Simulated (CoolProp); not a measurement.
Values from CoolProp's reference Helmholtz-energy equation of state, Lemmon 2003. It is a pseudo-pure fit of the blend.

Q: For R407C, give the phase and the Z, cv (kJ/(kg K)), Joule-Thomson coefficient (K/MPa), isothermal compressibility (1/MPa) at 329.8 K and 0.711 MPa; 437.9 K and 2.41 MPa.

A: 
- 329.8 K and 0.711 MPa: gas; Z 0.918, cv 0.814, Joule-Thomson coefficient 15.1, isothermal compressibility 1.54
- 437.9 K and 2.41 MPa: gas; Z 0.905, cv 0.974, Joule-Thomson coefficient 6.08, isothermal compressibility 0.459
